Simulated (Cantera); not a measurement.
A closed system holds: 1 mol SiH2Cl2, 21 mol NH3, 1.3 mol N2, at 18.0 Pa.

Equilibrium computed with Cantera from the NASA thermochemical tables; the gas is ideal and each condensed phase is pure. Candidate condensed phases: NH4Cl, Si, Si3N4; 28 gas species. The tables' values for SiCl, SiN are old estimates; treat these amounts as uncertain. Gases not in the tables: Si2H6 and higher silanes. Equilibrium is a limit: real reactors are often held back by kinetics, nucleation or transport.

x: gas mole fraction; n: condensed amount in mol.

| T (°C) | x H2 | x N2 | x H | x HCl | x Si | n Si3N4(s) | n Si(s) | n Si(l) |
|---|---|---|---|---|---|---|---|---|
| 552 | 0.706 | 0.249 | 4.97e-10 | 0.0448 | <1e-12 | 0.333 | 0 | 0 |
| 652 | 0.706 | 0.249 | 1.63e-8 | 0.0448 | <1e-12 | 0.333 | 0 | 0 |
| 752 | 0.706 | 0.249 | 2.73e-7 | 0.0448 | <1e-12 | 0.333 | 0 | 0 |
| 852 | 0.706 | 0.249 | ? | 0.0448 | <1e-12 | 0.333 | 0 | 0 |
| 952 | 0.706 | 0.249 | ? | 0.0446 | ? | 0.332 | 0 | 0 |
| 1052 | 0.706 | 0.250 | 0.000102 | 0.0436 | 4.00e-8 | 0.325 | 0 | 0 |
| 1152 | 0.707 | 0.251 | 0.000427 | 0.0397 | 3.28e-6 | 0.296 | 0 | 0 |
| 1252 | 0.699 | 0.260 | 0.00147 | 0.0335 | 0.000105 | 0 | 0.755 | 0 |
| 1352 | 0.696 | 0.260 | 0.00439 | 0.0328 | 0.000905 | 0 | 0.704 | 0 |
| 1452 | 0.687 | 0.257 | 0.0115 | 0.0323 | 0.00564 | 0 | 0 | 0.470 |
| 1552 | 0.665 | 0.252 | 0.0268 | 0.0341 | 0.0167 | 0 | 0 | 0 |
| 1652 | 0.635 | 0.248 | 0.0568 | 0.0368 | 0.0191 | 0 | 0 | 0 |
| 1752 | 0.589 | 0.240 | 0.110 | 0.0350 | 0.0196 | 0 | 0 | 0 |

Some entries are withheld; supply them.


- 952, x H: 1.95e-5
- 952, x Si: 2.35e-10
- 852, x H: 2.78e-6
